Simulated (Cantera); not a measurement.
**Si3N4 + NF3 + N2 (nitride etching)**

Charge: 1 mol Si3N4, a varied amount of NF3, 27 mol N2, equilibrated at 825 K and 0.000350 bar.

Cantera equilibrium calculation (NASA polynomials, part measured and part estimated; ideal gas, pure solids and liquids). Candidate condensed phases: Si, Si3N4; 16 gas species. Rates play no part.

```json
[
 {"n(NF3) (mol)": "0.74", "x N2": "0.980", "x F": "<1e-12", "x SiF4": "0.0196", "x F2": "<1e-12", "x NF3": "<1e-12", "x SiF3": "1.25e-7", "x NF2": "<1e-12", "n Si3N4(s)": "0.815"},
 {"n(NF3) (mol)": "0.94", "x N2": "0.975", "x F": "<1e-12", "x SiF4": "0.0246", "x F2": "<1e-12", "x NF3": "<1e-12", "x SiF3": "1.48e-7", "x NF2": "<1e-12", "n Si3N4(s)": "0.765"},
 {"n(NF3) (mol)": "1.2", "x N2": "0.969", "x F": "<1e-12", "x SiF4": "0.0309", "x F2": "<1e-12", "x NF3": "<1e-12", "x SiF3": "1.76e-7", "x NF2": "<1e-12", "n Si3N4(s)": "0.700"},
 {"n(NF3) (mol)": "1.6", "x N2": "0.960", "x F": "<1e-12", "x SiF4": "0.0403", "x F2": "<1e-12", "x NF3": "<1e-12", "x SiF3": "2.14e-7", "x NF2": "<1e-12", "n Si3N4(s)": "0.600"},
 {"n(NF3) (mol)": "2", "x N2": "0.951", "x F": "<1e-12", "x SiF4": "0.0492", "x F2": "<1e-12", "x NF3": "<1e-12", "x SiF3": "2.49e-7", "x NF2": "<1e-12", "n Si3N4(s)": "0.500"},
 {"n(NF3) (mol)": "2.5", "x N2": "0.940", "x F": "<1e-12", "x SiF4": "0.0598", "x F2": "<1e-12", "x NF3": "<1e-12", "x SiF3": "2.89e-7", "x NF2": "<1e-12", "n Si3N4(s)": "0.375"},
 {"n(NF3) (mol)": "3.3", "x N2": "0.924", "x F": "<1e-12", "x SiF4": "0.0755", "x F2": "<1e-12", "x NF3": "<1e-12", "x SiF3": "3.46e-7", "x NF2": "<1e-12", "n Si3N4(s)": "0.175"},
 {"n(NF3) (mol)": "4.2", "x N2": "0.897", "x F": "0.0161", "x SiF4": "0.0865", "x F2": "0.000620", "x NF3": "5.72e-8", "x SiF3": "<1e-12", "x NF2": "1.86e-10", "n Si3N4(s)": "0"},
 {"n(NF3) (mol)": "5.4", "x N2": "0.827", "x F": "0.0793", "x SiF4": "0.0783", "x F2": "0.0151", "x NF3": "6.62e-6", "x SiF3": "<1e-12", "x NF2": "4.36e-9", "n Si3N4(s)": "0"},
 {"n(NF3) (mol)": "6.9", "x N2": "0.764", "x F": "0.127", "x SiF4": "0.0706", "x F2": "0.0388", "x NF3": "2.61e-5", "x SiF3": "<1e-12", "x NF2": "1.08e-8", "n Si3N4(s)": "0"},
 {"n(NF3) (mol)": "8.8", "x N2": "0.702", "x F": "0.168", "x SiF4": "0.0630", "x F2": "0.0674", "x NF3": "5.74e-5", "x SiF3": "<1e-12", "x NF2": "1.79e-8", "n Si3N4(s)": "0"}
]
```
x: gas mole fraction; n: condensed amount in mol.

From 0.74 mol NF3 to 3.3 mol NF3 the condensed part is Si3N4(s). From 4.2 mol NF3 to 8.8 mol NF3 nothing is condensed. The main Si-bearing gas is SiF4 throughout.
